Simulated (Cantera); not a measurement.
Feed: 1 mol trisilylamine, 0.9 mol NH3, a varied amount of N2, equilibrated at 1250 K and 0.270 bar.

These are equilibrium values from Cantera (NASA tables, ideal gas, pure condensed phases), not measurements of a reactor. Candidate condensed phases: Si, Si3N4; 18 gas species. The feed counts by its element totals alone. Kinetics and transport are ignored.

x: gas mole fraction; n: condensed amount in mol.

```csv
n(N2) (mol),x H2,x N2,x NH3,x H,n Si3N4(s)
1.2,0.975,0.0250,6.28e-6,9.19e-7,1.00
1.7,0.900,0.1000,1.11e-5,8.83e-7,1.00
2.4,0.812,0.187,1.31e-5,8.39e-7,1.00
3.4,___,___,1.33e-5,7.86e-7,1.00
4.8,0.609,0.391,1.23e-5,7.26e-7,1.00
6.7,0.509,0.491,1.05e-5,6.63e-7,1.00
9.5,___,___,___,___,1.00
13,0.329,0.671,6.36e-6,5.33e-7,1.00
19,0.246,0.754,4.36e-6,4.61e-7,1.00
27,0.184,0.816,2.94e-6,3.99e-7,1.00
38,0.137,0.863,1.94e-6,3.44e-7,1.00
54,0.0995,0.901,1.23e-6,2.93e-7,1.00
```

### Question
What belongs in the gaps?

### Answer

- 3.4, x H2: 0.713
- 3.4, x N2: 0.287
- 9.5, x H2: 0.409
- 9.5, x N2: 0.591
- 9.5, x NH3: 8.29e-6
- 9.5, x H: 5.95e-7
